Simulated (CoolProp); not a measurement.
Vapour-liquid equilibrium of propane (1) + R113 (2) at 0.153 MPa; x and y are mole fractions of (1).

Computed with CoolProp (multi-fluid Helmholtz-energy mixture model, Lemmon 2009 and Marx 1992; pair parameters Bell 2016).

Q: Give the bubble temperature and the first vapour's composition at x = 0.275, 0.875, 0.95. Is there an azeotrope?

A: x = 0.275: -2.1 °C, y = 0.929; x = 0.875: -29.1 °C, y = 0.996; x = 0.95: -31.1 °C, y = 0.998. No azeotrope shows between x = 0.05 and 0.95.

Pair parameters are fitted to limited data, so mixtures are less certain than the pure fluids.
